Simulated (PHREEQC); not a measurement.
A solution holds 91 mmol/kgw CuSO4, 0.78 mmol/kgw MgSO4, 0.27 mmol/kgw HCl and 18 mmol/kgw Na2SO4, at 25 °C. Closed to the air; pH follows from the charge balance.

Equilibrium calculation in PHREEQC: ion-association model, wateq4f.dat.

Each row changes one thing in this solution. This is a speciation only: nothing precipitates in the calculation.

```tsv
case	pH	ionic strength (mol/kgw)	SO4-2 (mol/kgw)	Cl- (mol/kgw)	HSO4- (mol/kgw)
as made	4.10	0.230	0.0604	0.000260	0.000181
Na2SO4 left out	4.05	0.191	0.0476	0.000259	0.000169
CuSO4 replaced by MnSO4 at the same molality	4.13	0.241	0.0633	0.000255	0.000175
MgSO4 from 0.00078 to 0.00039 mol/kgw	4.10	0.229	[?]	0.000260	0.000181
temperature from 25 to 65 °C	4.10	[?]	0.0585	0.000227	[?]
CuSO4 from 0.091 to 0.0455 mol/kgw	4.03	0.146	0.0397	0.000264	0.000158
HCl from 0.00027 to 0.00135 mol/kgw	3.42	0.230	0.0600	0.00130	[?]
MgSO4 left out	4.10	0.229	0.0601	0.000260	0.000181
0.026 mol/kgw NaHCO3 added	5.65	0.248	0.0678	0.000263	[?]
```

Question: Fill in the missing entries.

Answer: 
- MgSO4 from 0.00078 to 0.00039 mol/kgw, SO4-2 (mol/kgw): 0.0603
- temperature from 25 to 65 °C, ionic strength (mol/kgw): 0.223
- temperature from 25 to 65 °C, HSO4- (mol/kgw): 0.000442
- HCl from 0.00027 to 0.00135 mol/kgw, HSO4- (mol/kgw): 0.000865
- 0.026 mol/kgw NaHCO3 added, HSO4- (mol/kgw): 5.54e-6

Some of these states are supersaturated (in Antlerite, Brochantite, Malachite, for instance). Constants without temperature data keep their 25 °C values here.
